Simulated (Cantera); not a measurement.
A freely propagating, adiabatic, planar premixed flame of H2 : O2 : N2 : H2O = 1 : 0.357 : 1.34 : 0.27 (molar parts), equivalence ratio 1.4, unburnt at 675 K and 6.60 bar; mixture-averaged transport, grid criteria slope 0.08 and curve 0.16, no radiation.

Detailed kinetics in Cantera: the H2/O2 subset of GRI-Mech 3.0, which has no nitrogen chemistry. The hydrogen kinetics of GRI-Mech 3.0 are dated; newer H2 mechanisms differ, most at raised pressure. Burning velocities carry a grid error of a few per cent, more on coarse grids.

Task: How do the results move with these cheaper or finer settings: unity-Lewis-number transport; multicomponent transport; multicomponent+Soret transport; grid criteria slope 0.5, curve 1; grid criteria slope 0.25, curve 0.5; grid criteria slope 0.03, curve 0.06?

Result: 
| setting | laminar burning velocity | thermal thickness | peak x(HO2) | peak x(H2O2) | grid points |
|---|---|---|---|---|---|
| as above | 823 cm/s | 0.0394 mm | 0.00130 | 9.90e-5 | 111 |
| unity-Lewis-number transport | 560 cm/s | 0.0367 mm | 0.000889 | 5.97e-5 | 105 |
| multicomponent transport | 816 cm/s | 0.0395 mm | 0.00129 | 9.80e-5 | 111 |
| multicomponent+Soret transport | 776 cm/s | 0.0389 mm | 0.00130 | 0.000106 | 111 |
| grid criteria slope 0.5, curve 1 | 892 cm/s | 0.0509 mm | 0.00121 | 8.27e-5 | 37 |
| grid criteria slope 0.25, curve 0.5 | 853 cm/s | 0.0434 mm | 0.00126 | 9.26e-5 | 48 |
| grid criteria slope 0.03, curve 0.06 | 817 cm/s | 0.0384 mm | 0.00131 | 0.000101 | 242 |
Unity Lewis numbers drop preferential diffusion, which matters most where H2 and H carry the flame; Soret adds thermal diffusion.
